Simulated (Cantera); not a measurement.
# Thermodynamics of aluminium nitride and oxide growth, feed Al(CH3)3 + N2 + H2

Input: 1 mol Al(CH3)3, 46 mol N2, 25 mol H2, equilibrated at 1.00 bar.

Cantera equilibrium calculation (NASA polynomials, part measured and part estimated; ideal gas, pure solids and liquids). Candidate condensed phases: Al, AlN, C, C6H6, C7H8, C8H18; 97 gas species. The feed counts by its element totals alone. The numbers say what is thermodynamically allowed, not how fast it happens.

From 898 K to 1873 K the condensed part is AlN(s) + C(graphite).

```
T (K)   x N2   x H2     x CH4     x HCN       x H     x NH3     x HNC  x C2H2 (acetylene)  n AlN(s)  n C(graphite)
-----  -----  -----  --------  --------  --------  --------  --------  ------------------  --------  -------------
898    0.629  0.335    0.0360   3.85e-7  6.34e-11  0.000189  2.48e-10            1.76e-11      1.00          0.394
973    0.617  0.366    0.0172   1.58e-6  6.54e-10  0.000121   1.91e-9            1.97e-10      1.00           1.73
1048   0.612  0.380   0.00842   5.21e-6   4.76e-9   7.86e-5   1.07e-8             1.50e-9      1.00           2.37
1123   0.609  0.386   0.00438   1.45e-5   2.65e-8   5.26e-5   4.78e-8             8.50e-9      1.00           2.67
1198   0.608  0.389   0.00243   3.55e-5   1.19e-7   3.66e-5   1.75e-7             3.85e-8      1.00           2.82
1273   0.608  0.391   0.00144   7.78e-5   4.46e-7   2.64e-5   5.51e-7             1.45e-7      1.00           2.89
1348   0.607  0.392  0.000896  0.000156   1.45e-6   1.97e-5   1.52e-6             4.71e-7      1.00           2.92
1423   0.607  0.392  0.000586  0.000291   4.16e-6   1.51e-5   3.77e-6             1.35e-6      1.00           2.93
1498   0.607  0.392  0.000400  0.000509   1.08e-5   1.19e-5   8.53e-6             3.46e-6      1.00           2.93
1573   0.606  0.392  0.000283  0.000842   2.55e-5   9.61e-6   1.78e-5             8.10e-6      1.00           2.91
1648   0.606  0.392  0.000206   0.00133   5.58e-5   7.89e-6   3.48e-5             1.75e-5     1.000           2.88
1723   0.606  0.392  0.000155   0.00202  0.000114   6.59e-6   6.40e-5             3.55e-5     1.000           2.83
1798   0.605  0.391  0.000119   0.00296  0.000220   5.58e-6  0.000112             6.75e-5     1.000           2.75
1873   0.604  0.391   9.30e-5   0.00420  0.000403   4.79e-6  0.000187            0.000122     1.000           2.65
```
x: gas mole fraction; n: condensed amount in mol.
